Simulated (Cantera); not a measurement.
A closed system holds: 1 mol Hg, a varied amount of O₂, 0.35 mol N₂, held at 523.15 K and 13.3 mbar.

Method: chemical equilibrium by Gibbs-energy minimisation in Cantera with the NASA 1993 tables (ideal gas, pure condensed phases). Candidate condensed phases: Hg, HgO; 10 gas species. The numbers say what is thermodynamically allowed, not how fast it happens.

What share of the Hg ends up in condensed phases as a function of n(O₂) (mol), at 0.13, 0.16, 0.2, 0.25, 0.3, 0.37, 0.45, 0.55, 0.68, 0.83, 1, 1.2, 1.5?


| n(O₂) (mol) | Hg condensed (%) | as |
|---|---|---|
| 0.13 | 25.7 | HgO(s) |
| 0.16 | 31.7 | HgO(s) |
| 0.2 | 39.7 | HgO(s) |
| 0.25 | 49.7 | HgO(s) |
| 0.3 | 59.7 | HgO(s) |
| 0.37 | 73.6 | HgO(s) |
| 0.45 | 89.1 | HgO(s) |
| 0.55 | 97.3 | HgO(s) |
| 0.68 | 97.7 | HgO(s) |
| 0.83 | 97.6 | HgO(s) |
| 1 | 97.3 | HgO(s) |
| 1.2 | 96.8 | HgO(s) |
| 1.5 | 96.1 | HgO(s) |
